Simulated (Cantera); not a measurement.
An adiabatic, constant-pressure homogeneous reactor starts with CH₃OH : O₂ : N₂ = 1 : 2.42 : 9.1 (molar parts), at 1075 K and 10.0 bar. Integrator tolerance rtol = 1e-08.

Detailed kinetics in Cantera: GRI-Mech 3.0 (53 species, 325 reactions). GRI-Mech 3.0 was tuned for natural gas; its chemistry of methanol as a main component is partial and can be far from experiment.

### Question
What does this change do: CH3OH 1 to 2.1 parts?

### Answer
```csv
quantity,before,after
time of steepest temperature rise,17.4 ms,14.8 ms
temperature at 3.00 s,2338 K,2634 K
equilibrium temperature,2338 K,2634 K
x(CH₃OH) at 3.00 s,<1e-12 (gas-phase equilibrium <1e-12),<1e-12 (gas-phase equilibrium <1e-12)
x(O₂) at 3.00 s,0.0656 (gas-phase equilibrium 0.0656),0.000620 (gas-phase equilibrium 0.000620)
x(NO) at 3.00 s,0.00891 (gas-phase equilibrium 0.00891),0.00135 (gas-phase equilibrium 0.00135)
x(O) at 3.00 s,0.000502 (gas-phase equilibrium 0.000502),0.000214 (gas-phase equilibrium 0.000214)
x(H₂O₂) at 3.00 s,5.92e-7 (gas-phase equilibrium 5.92e-7),1.71e-7 (gas-phase equilibrium 1.71e-7)
x(CO₂) at 3.00 s,0.0753 (gas-phase equilibrium 0.0753),0.0707 (gas-phase equilibrium 0.0707)
x(N₂O) at 3.00 s,1.47e-6 (gas-phase equilibrium 1.47e-6),2.06e-7 (gas-phase equilibrium 2.06e-7)
```

### Question
What does this change do: CH3OH 1 to 1.3 parts?

### Answer
```json
[
 {"quantity": "time of steepest temperature rise", "before": "17.4 ms", "after": "16.4 ms"},
 {"quantity": "temperature at 3.00 s", "before": "2338 K", "after": "2549 K"},
 {"quantity": "equilibrium temperature", "before": "2338 K", "after": "2549 K"},
 {"quantity": "x(CH₃OH) at 3.00 s", "before": "<1e-12 (gas-phase equilibrium <1e-12)", "after": "<1e-12 (gas-phase equilibrium <1e-12)"},
 {"quantity": "x(O₂) at 3.00 s", "before": "0.0656 (gas-phase equilibrium 0.0656)", "after": "0.0326 (gas-phase equilibrium 0.0326)"},
 {"quantity": "x(NO) at 3.00 s", "before": "0.00891 (gas-phase equilibrium 0.00891)", "after": "0.00909 (gas-phase equilibrium 0.00909)"},
 {"quantity": "x(O) at 3.00 s", "before": "0.000502 (gas-phase equilibrium 0.000502)", "after": "0.00105 (gas-phase equilibrium 0.00105)"},
 {"quantity": "x(H₂O₂) at 3.00 s", "before": "5.92e-7 (gas-phase equilibrium 5.92e-7)", "after": "8.24e-7 (gas-phase equilibrium 8.24e-7)"},
 {"quantity": "x(CO₂) at 3.00 s", "before": "0.0753 (gas-phase equilibrium 0.0753)", "after": "0.0883 (gas-phase equilibrium 0.0883)"},
 {"quantity": "x(N₂O) at 3.00 s", "before": "1.47e-6 (gas-phase equilibrium 1.47e-6)", "after": "1.47e-6 (gas-phase equilibrium 1.47e-6)"}
]
```
